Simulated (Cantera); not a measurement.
An adiabatic, constant-pressure homogeneous reactor starts with CO : H₂ : CH₄ : O₂ : N₂ = 1 : 0.077 : 0.37 : 0.799 : 3 (molar parts), at 1375 K and 0.987 atm.

Cantera simulation using GRI-Mech 3.0 (53 species, 325 reactions); the numbers are that mechanism's predictions, not measurements.

**Question.** Predict: time of steepest temperature rise; temperature at 0.200 s; equilibrium temperature; x(CO) at 0.200 s; x(H₂) at 0.200 s; x(H₂O₂) at 0.200 s; x(H) at 0.200 s.

**Answer.** 
```json
{
  "time_of_steepest_temperature_rise": "1.65 ms",
  "temperature at 0.200 s": "2712 K",
  "equilibrium_temperature": "2712 K",
  "x(CO) at 0.200 s": "0.165 (gas-phase equilibrium 0.165)",
  "x(H₂) at 0.200 s": "0.0297 (gas-phase equilibrium 0.0297)",
  "x(H₂O₂) at 0.200 s": "7.35e-8 (gas-phase equilibrium 7.35e-8)",
  "x(H) at 0.200 s": "0.0103 (gas-phase equilibrium 0.0103)"
}
```
